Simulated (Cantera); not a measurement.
Standard-state values (1 bar) from the NASA 1993 polynomials, evaluated with Cantera. Values are per mole of reaction as written; species without (g) are pure solids or liquids, kept so even where they would boil at 1 bar. TiC: taken at fixed stoichiometry.

TiC + 7 Cl(g) ⇌ TiCl₃ + CCl₄(g)

```
T (K)    ΔH° (kJ)   ΔS° (J/K)    ΔG° (kJ)     log10 K
-----  ----------  ----------  ----------  ----------
400    (withheld)  (withheld)  (withheld)  (withheld)
425       -1483.4      -733.1     -1171.8      144.02
450       -1483.6      -733.6     -1153.5      133.89
475       -1483.8      -734.0     -1135.2      124.83
500    (withheld)  (withheld)  (withheld)  (withheld)
525    (withheld)  (withheld)  (withheld)  (withheld)
```

**Question.** Complete the blanks.

**Answer.** 
- 400, ΔH° (kJ): -1483.2
- 400, ΔS° (J/K): -732.7
- 400, ΔG° (kJ): -1190.2
- 400, log10 K: 155.42
- 500, ΔH° (kJ): -1484.0
- 500, ΔS° (J/K): -734.3
- 500, ΔG° (kJ): -1116.8
- 500, log10 K: 116.67
- 525, ΔH° (kJ): -1484.2
- 525, ΔS° (J/K): -734.7
- 525, ΔG° (kJ): -1098.5
- 525, log10 K: 109.29
